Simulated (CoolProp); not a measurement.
Values from CoolProp's reference Helmholtz-energy equation of state, McLinden 2015.

Task: Give the vapour pressure (MPa), liquid density (kg/m³), vapour density (kg/m³), enthalpy of vaporisation (kJ/kg) of saturated the fluoroketone C6F12O (FK-5-1-12) at -9.05 °C.

Result: 
```tsv
T (°C)	p (MPa)	liquid density (kg/m³)	vapour density (kg/m³)	enthalpy of vaporisation (kJ/kg)
-9.05	0.00759	1700	1.10	104
```
